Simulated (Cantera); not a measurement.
Charge: 1 mol CsOH, 0.78 mol O₂, equilibrated at 13.3 mbar.

Equilibrium computed with Cantera from the NASA thermochemical tables; the gas is ideal and each condensed phase is pure. Candidate condensed phases: Cs, CsOH, H₂O; 15 gas species. The numbers say what is thermodynamically allowed, not how fast it happens.

x: gas mole fraction; nothing condenses.

| T (K) | x CsOH | x O₂ | x Cs₂(OH)₂ | x Cs | x H₂O |
|---|---|---|---|---|---|
| 1025 | 0.542 | 0.444 | 0.0136 | 6.56e-5 | 3.48e-5 |
| 1050 | 0.549 | 0.442 | 0.00856 | 9.84e-5 | 5.17e-5 |
| 1075 | 0.554 | 0.441 | 0.00548 | 0.000144 | 7.53e-5 |
| 1100 | 0.556 | 0.440 | 0.00356 | 0.000207 | 0.000108 |
| 1125 | 0.558 | 0.439 | ? | ? | ? |
| 1150 | 0.559 | 0.439 | 0.00157 | 0.000406 | 0.000209 |
| 1175 | 0.559 | 0.439 | 0.00107 | 0.000556 | 0.000286 |
| 1200 | 0.560 | 0.438 | 0.000742 | 0.000750 | 0.000385 |
| 1225 | 0.560 | 0.438 | ? | ? | ? |
| 1250 | 0.559 | 0.438 | 0.000370 | 0.00132 | 0.000673 |
| 1275 | 0.559 | 0.438 | 0.000267 | 0.00171 | 0.000875 |

Task: Some entries are withheld; supply them.

Result: 
- 1125, x Cs₂(OH)₂: 0.00235
- 1125, x Cs: 0.000292
- 1125, x H₂O: 0.000151
- 1225, x Cs₂(OH)₂: 0.000520
- 1225, x Cs: 0.000999
- 1225, x H₂O: 0.000512
